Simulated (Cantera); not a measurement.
Cantera run, input and output.

```python
import numpy as np
import cantera as ct

gas = ct.Solution("gri30.yaml")


def delay(T, t_max=10):
    gas.TPX = T, 100000, {'CH4': 1, 'O2': 1, 'N2': 3.76, 'H2O': 0.94}
    reactor = ct.IdealGasConstPressureReactor(gas, clone=False)
    net = ct.ReactorNet([reactor])
    net.rtol, net.atol = 1e-8, 1e-16
    while net.time < t_max:
        t_old, T_old = net.time, reactor.T
        net.step()
        if reactor.T > T + 400:  # ignition: a rise of 400 K
            return t_old + (T + 400 - T_old) / (reactor.T - T_old) * (net.time - t_old)
    return np.nan


taus = []
for T in [1200, 1275, 1350, 1425, 1500, 1575, 1650, 1725, 1800, 1875]:
    taus.append(delay(T))
    print(f"T0 = {T:6g} K   tau = {taus[-1]:.4e} s")
```

It prints:

```
T0 =   1200 K   tau = 9.5843e-02 s
T0 =   1275 K   tau = 3.5549e-02 s
T0 =   1350 K   tau = 1.3723e-02 s
T0 =   1425 K   tau = 5.4825e-03 s
T0 =   1500 K   tau = 2.2870e-03 s
T0 =   1575 K   tau = 1.0129e-03 s
T0 =   1650 K   tau = 4.8396e-04 s
T0 =   1725 K   tau = 2.5147e-04 s
T0 =   1800 K   tau = 1.4181e-04 s
T0 =   1875 K   tau = 8.6004e-05 s
```

Cantera simulation using GRI-Mech 3.0 (53 species, 325 reactions); the numbers are that mechanism's predictions, not measurements.
